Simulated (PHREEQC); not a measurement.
0.57 g of hydrous ferric oxide (600 m²/g; 0.2 weak and 0.005 strong sites per Fe, Dzombak-Morel constants, diffuse double layer) in 1 kg of water with 0.3 mol/kgw of an inert sodium salt and 6.9e-06 mol/kgw ZnSO4, at 25 °C; the pH is set by adding NaOH or the inert anion's acid. Oxygen alone is held at its pressure in air (log pO2 = -0.68). CO2 from the air is kept out. Nothing may precipitate in this run.

The series has 13 steps of pH, from 4 to 12.

All values are PHREEQC results (ion-association model, wateq4f.dat), not measurements.

Q: Near which pH is half of the S sorbed, and on which side is more sorbed?

A: Near pH 5.8, with more sorbed at lower pH.

Q: Near which pH is half of the Zn sorbed, and on which side is more sorbed?

A: Near pH 5.8, with more sorbed at higher pH.

Complexes and solids missing from the database can't appear.
